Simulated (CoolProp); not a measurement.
Vapour-liquid equilibrium of R1234yf (1) + isobutane (2) at 242.3 K; x and y are mole fractions of (1).

Values from CoolProp's multi-fluid Helmholtz-energy mixture model, Lemmon 2022 and Bücker 2006; pair parameters Bell 2016.

```csv
x,"bubble pressure, mixture model (kPa)","bubble pressure, Raoult's law (kPa)","y, mixture model","y, Raoult's law"
0.05,58.08,47.34,0.259,0.101
0.125,71.58,51.13,0.432,0.233
0.2,80.13,54.91,0.518,0.347
0.275,85.73,58.69,0.570,0.446
0.35,89.56,62.48,0.606,0.534
0.425,92.36,66.26,0.636,0.611
0.5,94.53,70.04,0.663,0.680
0.575,96.27,73.83,0.691,0.742
0.65,97.65,77.61,0.721,0.798
0.725,98.61,81.40,0.757,0.849
0.8,99.03,85.18,0.802,0.895
0.875,98.65,88.96,0.859,0.937
0.95,97.13,92.75,0.935,0.976
```

The largest gap from Raoult's law is +46.1 % in bubble pressure, at x = 0.275. y crosses x between x = 0.8 and 0.875: the model has an azeotrope there.

Pair parameters are fitted to limited data, so mixtures are less certain than the pure fluids.
